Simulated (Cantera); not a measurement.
# Premixed flame

A freely propagating, adiabatic, planar premixed flame of 51.2 % H2, 10.2 % O2, 38.5 % N2, equivalence ratio 2.5, unburnt at 400 K and 7.20 bar; mixture-averaged transport, grid criteria slope 0.08 and curve 0.16, no radiation.

Detailed kinetics in Cantera: the H2/O2 subset of GRI-Mech 3.0, which has no nitrogen chemistry. The hydrogen kinetics of GRI-Mech 3.0 are dated; newer H2 mechanisms differ, most at raised pressure. Burning velocities carry a grid error of a few per cent, more on coarse grids.

```json
[
 {"z (mm)": "-0.106", "T (K)": "400", "u (m/s)": "3.51", "x H2": "0.512", "x O2": "0.102", "x H": "<1e-8", "x H2O2": "<1e-8", "x OH": "<1e-8", "x HO2": "<1e-8"},
 {"z (mm)": "-0.0708", "T (K)": "400", "u (m/s)": "3.51", "x H2": "0.512", "x O2": "0.102", "x H": "<1e-8", "x H2O2": "<1e-8", "x OH": "<1e-8", "x HO2": "2.10e-8"},
 {"z (mm)": "-0.0531", "T (K)": "401", "u (m/s)": "3.51", "x H2": "0.512", "x O2": "0.103", "x H": "<1e-8", "x H2O2": "2.21e-8", "x OH": "<1e-8", "x HO2": "1.83e-7"},
 {"z (mm)": "-0.0354", "T (K)": "408", "u (m/s)": "3.56", "x H2": "0.510", "x O2": "0.103", "x H": "<1e-8", "x H2O2": "6.84e-7", "x OH": "<1e-8", "x HO2": "5.60e-6"},
 {"z (mm)": "-0.0177", "T (K)": "546", "u (m/s)": "4.61", "x H2": "0.488", "x O2": "0.104", "x H": "3.04e-5", "x H2O2": "6.19e-5", "x OH": "3.63e-5", "x HO2": "0.000672"},
 {"z (mm)": "-0.00885", "T (K)": "882", "u (m/s)": "7.20", "x H2": "0.450", "x O2": "0.0925", "x H": "0.00199", "x H2O2": "0.000116", "x OH": "0.000533", "x HO2": "0.000930"},
 {"z (mm)": "0", "T (K)": "1253", "u (m/s)": "10.0", "x H2": "0.404", "x O2": "0.0661", "x H": "0.0102", "x H2O2": "4.52e-5", "x OH": "0.000841", "x HO2": "0.000427"},
 {"z (mm)": "0.00885", "T (K)": "1508", "u (m/s)": "12.0", "x H2": "0.363", "x O2": "0.0363", "x H": "0.0206", "x H2O2": "6.83e-6", "x OH": "0.00122", "x HO2": "0.000203"},
 {"z (mm)": "0.0177", "T (K)": "1651", "u (m/s)": "13.2", "x H2": "0.338", "x O2": "0.0165", "x H": "0.0268", "x H2O2": "2.18e-6", "x OH": "0.00135", "x HO2": "8.74e-5"},
 {"z (mm)": "0.0354", "T (K)": "1770", "u (m/s)": "14.1", "x H2": "0.324", "x O2": "0.00304", "x H": "0.0275", "x H2O2": "7.08e-7", "x OH": "0.00128", "x HO2": "1.53e-5"},
 {"z (mm)": "0.0708", "T (K)": "1851", "u (m/s)": "14.7", "x H2": "0.326", "x O2": "0.000204", "x H": "0.0209", "x H2O2": "2.06e-7", "x OH": "0.00107", "x HO2": "9.94e-7"},
 {"z (mm)": "0.142", "T (K)": "1911", "u (m/s)": "15.1", "x H2": "0.331", "x O2": "1.10e-5", "x H": "0.0133", "x H2O2": "7.96e-8", "x OH": "0.000765", "x HO2": "7.94e-8"},
 {"z (mm)": "0.283", "T (K)": "1951", "u (m/s)": "15.3", "x H2": "0.334", "x O2": "2.74e-6", "x H": "0.00764", "x H2O2": "3.04e-8", "x OH": "0.000474", "x HO2": "2.45e-8"}
]
```
x: mole fraction of selected species; z is measured from the peak of heat release.

laminar burning velocity: 351 cm/s
thermal thickness: 0.0354 mm
peak x(H): 0.0284
peak x(H2O2): 0.000119
peak x(OH): 0.00135
peak x(HO2): 0.00115
